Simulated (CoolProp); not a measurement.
Vapour-liquid equilibrium of CHF3 (R23) (1) + ethane (2) at -9.25 °C; x and y are mole fractions of (1).

Values from CoolProp's multi-fluid Helmholtz-energy mixture model, Penoncello 2003 and Bücker 2006; pair parameters Bell 2016.

| x | bubble pressure, mixture model (MPa) | bubble pressure, Raoult's law (MPa) | y, mixture model | y, Raoult's law |
|---|---|---|---|---|
| 0.05 | 2.127 | 1.897 | 0.117 | 0.051 |
| 0.125 | 2.388 | 1.899 | 0.234 | 0.127 |
| 0.2 | 2.572 | 1.901 | 0.314 | 0.203 |
| 0.275 | 2.697 | 1.904 | 0.374 | 0.278 |
| 0.35 | 2.779 | 1.906 | 0.423 | 0.354 |
| 0.425 | 2.827 | 1.909 | 0.466 | 0.429 |
| 0.5 | 2.846 | 1.911 | 0.507 | 0.504 |
| 0.575 | 2.838 | 1.913 | 0.547 | 0.579 |
| 0.65 | 2.801 | 1.916 | 0.588 | 0.654 |
| 0.725 | 2.730 | 1.918 | 0.634 | 0.728 |
| 0.8 | 2.617 | 1.920 | 0.690 | 0.803 |
| 0.875 | 2.441 | 1.923 | 0.766 | 0.877 |
| 0.95 | 2.174 | 1.925 | 0.881 | 0.951 |

The largest gap from Raoult's law is +48.9 % in bubble pressure, at x = 0.5. y crosses x between x = 0.5 and 0.575: the model has an azeotrope there.

Pair parameters are fitted to limited data, so mixtures are less certain than the pure fluids.
